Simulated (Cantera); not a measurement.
Feed: 1 mol Si3N4, 0.1 mol C, 1 mol H2, equilibrated at 3048 K and 0.133 bar.

Cantera equilibrium calculation (NASA polynomials, part measured and part estimated; ideal gas, pure solids and liquids). The tables' values for SiN are old estimates; treat these amounts as uncertain. Gases not in the tables: Si2H6 and higher silanes. Kinetics and transport are ignored.

```csv
species,before,after
N2,0.313,0.431
Si,0.425,0.263
H2,0.0825,0.167
Si2C,0.00818,0.0152
H,0.144,0.0915
Si2,0.00908,0.0104
C,4.25e-5,4.52e-6
N,2.89e-5,6.29e-6
SiC,0.000134,4.27e-5
CN,0.000467,0.000157
Si3,0.000548,0.00162
Si2N,0.00120,0.00313
"Si(l), mol",0,1.45
```
Gas species are given as mole fractions.

Which change was made?
(A) temperature from 3048 K to 2800 K
(B) C from 0.1 to 0.36 mol
(C) temperature from 3048 K to 2025 K
(D) C from 0.1 to 0.0053 mol

A, temperature from 3048 K to 2800 K
